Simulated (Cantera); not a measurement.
A closed system holds: 1 mol SO₂, 2.8 mol O₂, 1.8 mol H₂, at 7000 Pa.

These are equilibrium values from Cantera (NASA tables, ideal gas, pure condensed phases), not measurements of a reactor. Candidate condensed phases: H₂O, H₂SO₄, S; 19 gas species. The numbers say what is thermodynamically allowed, not how fast it happens.

x: gas mole fraction; nothing condenses.

```tsv
T (K)	x O₂	x H₂O	x SO₂	x SO₃	x OH	x O	x H	x H₂	x SO
923	0.375	0.402	0.125	0.0978	1.01e-7	2.89e-11	<1e-12	1.81e-11	<1e-12
1123	0.399	0.386	0.198	0.0166	4.39e-6	1.05e-8	1.17e-11	5.31e-9	1.22e-10
1323	0.403	0.384	0.209	0.00368	6.11e-5	6.38e-7	3.26e-9	2.96e-7	1.72e-8
1523	0.404	0.383	0.212	(withheld)	(withheld)	(withheld)	(withheld)	(withheld)	(withheld)
1723	0.403	0.382	0.212	0.000497	0.00190	0.000136	5.24e-6	5.79e-5	1.02e-5
1923	0.402	0.379	0.212	0.000250	0.00615	0.000867	6.72e-5	0.000356	9.09e-5
2123	0.397	0.370	0.211	(withheld)	(withheld)	(withheld)	(withheld)	(withheld)	(withheld)
2323	0.385	0.352	0.206	8.74e-5	0.0338	0.0133	0.00293	0.00506	0.00231
2523	0.362	0.313	0.194	5.47e-5	0.0612	0.0369	0.0120	0.0130	0.00772
2723	0.324	0.246	0.167	3.24e-5	0.0931	0.0855	0.0379	0.0262	0.0202
```

**Question.** What belongs in the gaps?

**Answer.** 
- 1523, x SO₃: 0.00118
- 1523, x OH: 0.000427
- 1523, x O: 1.32e-5
- 1523, x H: 2.11e-7
- 1523, x H₂: 5.83e-6
- 1523, x SO: 6.37e-7
- 2123, x SO₃: 0.000142
- 2123, x OH: 0.0158
- 2123, x O: 0.00388
- 2123, x H: 0.000532
- 2123, x H₂: 0.00154
- 2123, x SO: 0.000536
